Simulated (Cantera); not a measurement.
Feed: 1 mol (CH3)2SiCl2, 1.2 mol HCl, 630 mol H2, 0.0085 mol C3H8, at 0.900 Torr.

Equilibrium computed with Cantera from the NASA thermochemical tables; the gas is ideal and each condensed phase is pure. Candidate condensed phases: C, C6H6, C7H8, C8H18, Si, SiC; 109 gas species. The feed counts by its element totals alone. Rates play no part.

x: gas mole fraction; n: condensed amount in mol.

| T (K) | x H2 | x H | x HCl | x C2H2 (acetylene) | x Si | x Cl | n C(graphite) | n SiC(s) |
|---|---|---|---|---|---|---|---|---|
| 1050 | 0.995 | 2.34e-7 | 0.00504 | 4.11e-9 | <1e-12 | 1.08e-9 | 0.982 | 1.000 |
| 1150 | 0.995 | 2.15e-6 | 0.00504 | 3.85e-8 | <1e-12 | 9.58e-9 | 1.01 | 1.000 |
| 1250 | 0.995 | 1.39e-5 | 0.00504 | 2.51e-7 | (withheld) | 6.02e-8 | 1.02 | 1.000 |
| 1350 | 0.995 | 6.86e-5 | 0.00504 | 1.23e-6 | (withheld) | 2.89e-7 | 1.02 | 1.000 |
| 1450 | 0.995 | 0.000272 | 0.00503 | 4.85e-6 | (withheld) | 1.12e-6 | 1.02 | 1.000 |
| 1550 | 0.994 | 0.000906 | 0.00503 | 1.59e-5 | (withheld) | 3.66e-6 | 1.00 | 0.999 |
| 1650 | 0.992 | 0.00261 | 0.00502 | 4.53e-5 | (withheld) | 1.04e-5 | 0.970 | 0.997 |
| 1750 | 0.988 | 0.00667 | 0.00499 | 0.000114 | (withheld) | 2.60e-5 | 0.897 | 0.982 |
| 1850 | 0.979 | 0.0154 | 0.00493 | 0.000256 | (withheld) | 5.89e-5 | 0.807 | 0.885 |
| 1950 | 0.961 | 0.0324 | 0.00482 | 0.000525 | (withheld) | 0.000122 | 0.944 | 0.350 |
| 2050 | 0.930 | 0.0631 | 0.00463 | 0.000987 | 0.00138 | 0.000233 | 0.620 | 0 |
| 2150 | 0.878 | 0.114 | 0.00433 | 0.00140 | 0.00136 | 0.000411 | 0 | 0 |
| 2250 | 0.801 | 0.192 | 0.00387 | 0.00134 | 0.00132 | 0.000671 | 0 | 0 |

Some entries are withheld; supply them.


- 1250, x Si: 1.56e-11
- 1350, x Si: 6.32e-10
- 1450, x Si: 1.53e-8
- 1550, x Si: 2.44e-7
- 1650, x Si: 2.77e-6
- 1750, x Si: 2.38e-5
- 1850, x Si: 0.000162
- 1950, x Si: 0.000900
